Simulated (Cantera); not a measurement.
## Reactions in the system H-N-O-V

Source: NASA polynomial tables (part measured, part estimated), evaluated in Cantera. Values are per mole of reaction as written; species without (g) are pure solids or liquids, kept so even where they would boil at 1 bar. VN: taken at fixed stoichiometry.

V2O5 + NH3(g) ⇌ 3 OH(g) + VN + VO2(g)

```csv
T (K),ΔH° (kJ),ΔS° (J/K),ΔG° (kJ),log10 K,condensed phases
300,1264.8,530.5,1105.7,-192.51,"V2O5(s), VN(s)"
973,1184.2,438.6,757.4,-40.66,"V2O5(l), VN(s)"
1073,1179.6,434.2,713.7,-34.75,"V2O5(l), VN(s)"
1173,1175.2,430.2,670.5,-29.86,"V2O5(l), VN(s)"
1273,1170.8,426.6,627.7,-25.76,"V2O5(l), VN(s)"
1373,1166.5,423.3,585.2,-22.26,"V2O5(l), VN(s)"
1473,1162.2,420.4,543.0,-19.26,"V2O5(l), VN(s)"
1573,1158.1,417.7,501.1,-16.64,"V2O5(l), VN(s)"
1673,1154.0,415.2,459.5,-14.35,"V2O5(l), VN(s)"
```

6 VO2(g) + N2O(g) ⇌ 3 V2O3 + 2 NO2(g)

| T (K) | ΔH° (kJ) | ΔS° (J/K) | ΔG° (kJ) | log10 K |
|---|---|---|---|---|
| 300 | -2273.6 | -1036.2 | -1962.7 | 341.74 |
| 973 | -2197.3 | -906.3 | -1315.4 | 70.62 |
| 1073 | -2184.1 | -893.4 | -1225.4 | 59.65 |
| 1173 | -2170.1 | -881.0 | -1136.7 | 50.62 |
| 1273 | -2155.4 | -869.0 | -1049.2 | 43.05 |
| 1373 | -2139.9 | -857.2 | -962.9 | 36.63 |
| 1473 | -2123.6 | -845.7 | -877.8 | 31.13 |
| 1573 | -2106.3 | -834.4 | -793.8 | 26.36 |
| 1673 | -2088.1 | -823.2 | -710.9 | 22.19 |
